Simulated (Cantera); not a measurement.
A closed system holds: 1 mol AlCl3, 4.4 mol NH3, 720 mol N2, at 25.5 Torr.

Cantera equilibrium calculation (NASA polynomials, part measured and part estimated; ideal gas, pure solids and liquids). Candidate condensed phases: Al, AlCl3, AlN, NH4Cl; 20 gas species. The tables' values for AlCl2 are old estimates; treat these amounts as uncertain. The numbers say what is thermodynamically allowed, not how fast it happens. All values below are at 1250 °C.

Base state: N2 0.989, H2 0.00794, HCl 0.00219, AlCl 0.000739, AlCl3 0.000280, AlCl2 0.000170, H 1.12e-5 (mole fractions); condensed: AlN(s).

Q: What changes in the equilibrium state with this change: NH3 from 4.4 to 2.5 mol?

A: 
| species | before | after |
|---|---|---|
| N2 | 0.989 | 0.993 |
| H2 | 0.00794 | 0.00426 |
| HCl | 0.00219 | 0.00179 |
| AlCl | 0.000739 | 0.000795 |
| H | 1.12e-5 | 8.18e-6 |
| AlCl3 | 0.000280 | 0.000376 |
| AlN(s), mol | 0.132 | 0 |
